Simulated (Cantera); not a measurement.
What does this Cantera script print?

```python
import numpy as np
import cantera as ct

gas_names = """
    CL CL2 H HCL H2 Si SiCL SiCL2 SiCL3 SiCL4 SiH SiHCL3 SiH2 SiH2CL2 SiH3 SiH3CL SiH4 Si2 Si3
""".split()
cond_names = """
    Si(cr) Si(L)
""".split()


# ... load() reads the species with a 1 bar reference pressure and builds the phases ...
atoms = {
    'Si': {'Si': 1},
    'Cl2': {'CL': 2},
    'H2': {'H': 2},
    'HCl': {'H': 1, 'CL': 1},
}
top_T = {}  # K; cautious upper limits of use, not melting points


# ... equilibrate(T, P, feed) seeds the gas with the atoms and calls Mixture.equilibrate('TP', solver="vcs", rtol=1e-11, max_steps=5000) ...
results = []
feed = {'Si': 1, 'Cl2': 1.9, 'H2': 5.6, 'HCl': 2.2}  # mol
P = 82000  # Pa
for T in [650, 700, 750, 800, 850, 900, 950, 1000, 1050, 1100, 1150, 1200]:
    mix = equilibrate(T, P, feed)
    results.append((T, P, feed, dict(zip(mix.species_names, mix.species_moles))))

top = {s: max(r[3][s] / sum(r[3][g] for g in gas_names) for r in results) for s in gas_names}
cols = sorted((s for s in top if top[s] > 0.001), key=lambda s: -top[s])[:5]
seen = [c for c in cond_names if any(r[3].get(c, 0) > 1e-12 for r in results)]
print("log10 of partial pressures in bar; condensed amounts in mol")
print(f"{'T/K':>10s}" + "".join(f"{s[:9]:>10s}" for s in cols + seen))
for T, P, feed, n in results:
    ng = sum(n[g] for g in gas_names)
    print(f"{T:10.4g}" + "".join(f"{np.log10(max(n[s] / ng * P / 1e5, 1e-99)):10.3f}" for s in cols)
          + "".join(f"{n.get(c, 0):10.4g}" for c in seen))
```

It prints:

```
log10 of partial pressures in bar; condensed amounts in mol
       T/K        H2       HCL     SiCL4    SiHCL3     SiCL3
       650    -0.270    -0.725    -1.026    -4.661    -9.305
       700    -0.270    -0.725    -1.026    -4.261    -8.288
       750    -0.270    -0.724    -1.026    -3.916    -7.408
       800    -0.270    -0.724    -1.027    -3.617    -6.641
       850    -0.270    -0.724    -1.028    -3.354    -5.966
       900    -0.270    -0.723    -1.029    -3.123    -5.369
       950    -0.271    -0.722    -1.031    -2.919    -4.837
      1000    -0.271    -0.720    -1.034    -2.737    -4.361
      1050    -0.272    -0.718    -1.039    -2.576    -3.934
      1100    -0.273    -0.716    -1.045    -2.433    -3.549
      1150    -0.274    -0.712    -1.053    -2.308    -3.203
      1200    -0.276    -0.707    -1.064    -2.199    -2.892
```

Equilibrium computed with Cantera from the NASA thermochemical tables; the gas is ideal and each condensed phase is pure. The tables' values for SiCl3 are old estimates; treat these amounts as uncertain.
